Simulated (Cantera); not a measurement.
Input: 1 mol Ta, 11 mol H₂O, 260 mol H₂, equilibrated at 1798 K and 0.150 bar.

These are equilibrium values from Cantera (NASA tables, ideal gas, pure condensed phases), not measurements of a reactor. Candidate condensed phases: H₂O, Ta, Ta₂O₅; 12 gas species. Equilibrium is a limit: real reactors are often held back by kinetics, nucleation or transport.

Base state: H₂ 0.968, H₂O 0.0313, H 0.000894 (mole fractions); condensed: Ta₂O₅(s).

**Question.** What changes in the equilibrium state with this change: temperature from 1798 K to 1850 K?

**Answer.** 
```
species          before    after
-------------  --------  -------
H₂                0.968    0.967
H₂O              0.0313   0.0313
H              0.000894  0.00137
Ta₂O₅(s), mol     0.500    0.500
```
